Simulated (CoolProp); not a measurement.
CF4 (R14) along the isotherm 238.8 K: Z from the reference equation and from simpler models built on Tc = 227.4 K, pc = 3.762 MPa, ω = 0.178; each cubic takes its own stable root.

Values from CoolProp's reference Helmholtz-energy equation of state, Platzer 1990. This equation is an older, rougher fit; its heat capacities, sound speeds and derivatives of the liquid may be far off and weren't checked against measurements.

| p (MPa) | phase | reference |
|---|---|---|
| 3.14 | gas | 0.7040 |
| 6.27 | supercritical | 0.3209 |
| 9.41 | supercritical | 0.4030 |
| 12.5 | supercritical | 0.4993 |
| 15.7 | supercritical | 0.5988 |
| 18.8 | supercritical | 0.6938 |
| 21.9 | supercritical | 0.7871 |
| 25.1 | supercritical | 0.8819 |
| 28.2 | supercritical | 0.9722 |
| 31.4 | supercritical | 1.064 |
| 34.5 | supercritical | 1.152 |
| 37.6 | supercritical | 1.239 |

Task: How far does each simpler model (Redlich-Kwong, Peng-Robinson) lie from the reference over these 12 states: mean and median of the absolute difference, and the worst?

Result: 
- Redlich-Kwong: mean 2.7 %, median 1.2 %, worst +10.0 % at 238.8 K and 6.27 MPa
- Peng-Robinson: mean 7.1 %, median 7.8 %, worst -10.7 % at 238.8 K and 37.6 MPa
